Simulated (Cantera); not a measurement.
Hydrocarbon pyrolysis for carbon deposition

An isothermal, constant-pressure homogeneous reactor starts with 0.901 % C2H6, 99.1 % N2, at 1850 K and 0.133 bar.

Cantera simulation using GRI-Mech 3.0 (53 species, 325 reactions); the numbers are that mechanism's predictions, not measurements. GRI-Mech 3.0 stops at C3 and has no aromatics, soot or wall deposition, so with more carbon than oxygen in the feed, carbon stays in small species such as C2H2 where larger ones or solid carbon would form.

```
t (s)       x C2H6     x CH3    x C2H4     x CH4     x CH2
--------  --------  --------  --------  --------  --------
5.00e-5    0.00327   0.00672   0.00174  0.000323   4.92e-5
0.000126  0.000324   0.00436   0.00335  0.000999   6.09e-5
0.000316   1.14e-5   0.00122   0.00138   0.00114   2.72e-5
0.000793   1.76e-6  0.000478  0.000278  0.000900   1.00e-5
0.00199    5.01e-7  0.000242   4.78e-5  0.000695   4.05e-6
0.00501    1.65e-7  0.000134   1.37e-5  0.000536   1.75e-6
0.0126     5.97e-8   7.87e-5   5.11e-6  0.000398   8.49e-7
0.0316     2.23e-8   4.79e-5   2.12e-6  0.000261   4.90e-7
0.0795     6.43e-9   2.58e-5   8.43e-7  0.000134   2.81e-7
0.200      1.09e-9   1.07e-5   4.25e-7   5.23e-5   1.26e-7
0.502     1.06e-10   3.35e-6   3.49e-7   1.56e-5   4.18e-8
1.26      4.66e-12   6.94e-7   3.42e-7   3.12e-6   8.94e-9
3.17        <1e-12   1.37e-7   3.41e-7   6.09e-7   1.79e-9
7.96        <1e-12   8.35e-8   3.41e-7   3.72e-7   1.09e-9
20.0        <1e-12   7.45e-8   3.41e-7   3.32e-7  9.75e-10
```
x: mole fraction; the columns are a selection and need not sum to one.

Equilibrium at this temperature and pressure: C2H6 <1e-12, CH3 7.37e-8, C2H4 2.67e-8, CH4 3.28e-7, CH2 9.66e-10 (gas phase only).
